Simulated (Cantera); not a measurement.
Silicon epitaxy and polysilicon growth: SiH2Cl2 + N2

Feed: 1 mol SiH2Cl2, 8.1 mol N2, at 1.10 mbar.

Cantera equilibrium calculation (NASA polynomials, part measured and part estimated; ideal gas, pure solids and liquids). Candidate condensed phases: NH4Cl, Si, Si3N4; 28 gas species. N2 is the only nitrogen source here; it is nearly inert below about 1500 K, so the nitride shown seldom forms there in practice. The tables' values for SiCl3, SiCl, SiN are old estimates; treat these amounts as uncertain. Rates play no part.

```tsv
T (°C)	x N2	x HCl	x H2	x SiCl2	x SiCl4	x SiCl3	x H	x Si	n Si3N4(s)	n Si(s)	n Si(l)
952	0.800	0.154	0.0293	0.00331	0.0113	0.00218	1.61e-6	5.30e-12	0.280	0	0
1027	0.798	0.147	0.0318	0.0124	0.00680	0.00377	5.94e-6	2.70e-10	0.260	0	0
1102	0.796	0.129	0.0393	0.0291	0.00225	0.00378	2.05e-5	8.89e-9	0.221	0	0
1177	0.796	0.103	0.0511	0.0465	0.000469	0.00244	6.45e-5	2.03e-7	0.173	0	0
1252	0.797	0.0771	0.0630	0.0609	8.48e-5	0.00132	0.000179	3.39e-6	0.129	0	0
1327	0.798	0.0557	0.0728	0.0718	1.55e-5	0.000671	0.000442	4.32e-5	0.0934	0	0
1402	0.801	0.0409	0.0779	0.0775	3.17e-6	0.000344	0.000977	0.000395	0	0.204	0
1477	0.799	0.0420	0.0767	0.0765	1.38e-6	0.000244	0.00194	0.00136	0	0	0.199
```
x: gas mole fraction; n: condensed amount in mol.

From 952 °C to 1327 °C the condensed part is Si3N4(s). At 1402 °C the condensed part is Si(s). At 1477 °C the condensed part is Si(l). The main Si-bearing gas is SiCl4 at 952 °C and SiCl2 at 1477 °C. The share of Si in condensed phases is highest at 952 °C (84.1 %) and lowest at 1477 °C (19.9 %).
